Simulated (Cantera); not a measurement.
An adiabatic, constant-volume homogeneous reactor starts with 1.77 % C3H8, 18.7 % O2, 70.7 % N2, 8.83 % H2O, at 1150 K and 570 Torr.

Computed with Cantera and GRI-Mech 3.0 (53 species, 325 reactions). GRI-Mech 3.0 was tuned for natural gas; its chemistry of propane as a main component is partial and can be far from experiment.

**Question.** Predict: time of steepest temperature rise; temperature at 2.00 s; equilibrium temperature; x(O2) at 2.00 s; x(H2O) at 2.00 s; x(H) at 2.00 s.

**Answer.** 
| Item | Value |
|---|---|
| time of steepest temperature rise | 19.4 ms |
| temperature at 2.00 s | 2245 K |
| equilibrium temperature | 2245 K |
| x(O2) at 2.00 s | 0.0917 (gas-phase equilibrium 0.0917) |
| x(H2O) at 2.00 s | 0.152 (gas-phase equilibrium 0.152) |
| x(H) at 2.00 s | 0.000148 (gas-phase equilibrium 0.000148) |
